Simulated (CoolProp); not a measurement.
Vapour-liquid equilibrium of CHF3 (R23) (1) + R143a (2) at 0.144 bar; x and y are mole fractions of (1).

The numbers come from the multi-fluid Helmholtz-energy mixture model, Penoncello 2003 and Lemmon and Jacobsen 2000; pair parameters Bell 2016 in CoolProp.

Question: Give the bubble temperature and the first vapour's composition at x = 0.2, 0.275, 0.875. Is there an azeotrope?

Answer: x = 0.2: -93.1 °C, y = 0.672; x = 0.275: -96.3 °C, y = 0.774; x = 0.875: -108.7 °C, y = 0.986. No azeotrope shows between x = 0.05 and 0.95.

Pair parameters are fitted to limited data, so mixtures are less certain than the pure fluids. The gap from Raoult's law changes sign with composition, which may be real or a fault of the pair parameters; it wasn't checked against measurements.
